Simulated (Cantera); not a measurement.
**Adiabatic ignition**

An adiabatic, constant-volume homogeneous reactor starts with CH4 : O2 : N2 = 1 : 2.47 : 9.28 (molar parts), equivalence ratio 0.81, at 1175 K and 1.00 atm.

Computed with Cantera and GRI-Mech 3.0 (53 species, 325 reactions).

```json
[
 {"t (s)": "3.00e-6", "T (K)": "1175", "P (bar)": "1.01", "x CH4": "0.0784", "x O2": "0.194", "x C2H6": "<1e-12", "x CO2": "<1e-12", "x HO2": "1.31e-9", "x H2": "4.35e-12", "x CH2O": "1.78e-12"},
 {"t (s)": "9.49e-6", "T (K)": "1175", "P (bar)": "1.01", "x CH4": "0.0784", "x O2": "0.194", "x C2H6": "<1e-12", "x CO2": "<1e-12", "x HO2": "4.13e-9", "x H2": "1.96e-11", "x CH2O": "1.83e-11"},
 {"t (s)": "3.00e-5", "T (K)": "1175", "P (bar)": "1.01", "x CH4": "0.0784", "x O2": "0.194", "x C2H6": "<1e-12", "x CO2": "<1e-12", "x HO2": "1.30e-8", "x H2": "7.88e-11", "x CH2O": "1.87e-10"},
 {"t (s)": "9.49e-5", "T (K)": "1175", "P (bar)": "1.01", "x CH4": "0.0784", "x O2": "0.194", "x C2H6": "3.64e-12", "x CO2": "<1e-12", "x HO2": "4.06e-8", "x H2": "3.77e-10", "x CH2O": "1.93e-9"},
 {"t (s)": "0.000300", "T (K)": "1175", "P (bar)": "1.01", "x CH4": "0.0784", "x O2": "0.194", "x C2H6": "1.34e-10", "x CO2": "<1e-12", "x HO2": "1.23e-7", "x H2": "2.67e-9", "x CH2O": "2.11e-8"},
 {"t (s)": "0.000949", "T (K)": "1175", "P (bar)": "1.01", "x CH4": "0.0784", "x O2": "0.194", "x C2H6": "7.26e-9", "x CO2": "8.62e-12", "x HO2": "3.33e-7", "x H2": "3.29e-8", "x CH2O": "2.85e-7"},
 {"t (s)": "0.00300", "T (K)": "1175", "P (bar)": "1.01", "x CH4": "0.0784", "x O2": "0.194", "x C2H6": "7.12e-7", "x CO2": "8.39e-10", "x HO2": "5.21e-7", "x H2": "6.73e-7", "x CH2O": "5.26e-6"},
 {"t (s)": "0.00949", "T (K)": "1176", "P (bar)": "1.01", "x CH4": "0.0783", "x O2": "0.194", "x C2H6": "1.44e-5", "x CO2": "1.78e-8", "x HO2": "8.55e-7", "x H2": "7.19e-6", "x CH2O": "4.78e-5"},
 {"t (s)": "0.0300", "T (K)": "1180", "P (bar)": "1.02", "x CH4": "0.0777", "x O2": "0.193", "x C2H6": "0.000135", "x CO2": "3.73e-7", "x HO2": "3.21e-6", "x H2": "8.78e-5", "x CH2O": "0.000312"},
 {"t (s)": "0.0949", "T (K)": "2726", "P (bar)": "2.41", "x CH4": "<1e-12", "x O2": "0.0375", "x C2H6": "<1e-12", "x CO2": "0.0560", "x HO2": "9.76e-6", "x H2": "0.00738", "x CH2O": "1.47e-10"},
 {"t (s)": "0.300", "T (K)": "2726", "P (bar)": "2.41", "x CH4": "<1e-12", "x O2": "0.0375", "x C2H6": "<1e-12", "x CO2": "0.0560", "x HO2": "9.76e-6", "x H2": "0.00738", "x CH2O": "1.47e-10"},
 {"t (s)": "0.949", "T (K)": "2726", "P (bar)": "2.41", "x CH4": "<1e-12", "x O2": "0.0375", "x C2H6": "<1e-12", "x CO2": "0.0560", "x HO2": "9.76e-6", "x H2": "0.00738", "x CH2O": "1.47e-10"},
 {"t (s)": "3.00", "T (K)": "2726", "P (bar)": "2.41", "x CH4": "<1e-12", "x O2": "0.0375", "x C2H6": "<1e-12", "x CO2": "0.0560", "x HO2": "9.76e-6", "x H2": "0.00738", "x CH2O": "1.47e-10"}
]
```
x: mole fraction; the columns are a selection and need not sum to one.

* **time of steepest temperature rise**: 56.1 ms
* **temperature at 3.00 s**: 2726 K
* **equilibrium temperature**: 2726 K
* **x(CH4) at 3.00 s**: <1e-12 (gas-phase equilibrium <1e-12)
* **x(O2) at 3.00 s**: 0.0375 (gas-phase equilibrium 0.0375)
* **x(C2H6) at 3.00 s**: <1e-12 (gas-phase equilibrium <1e-12)
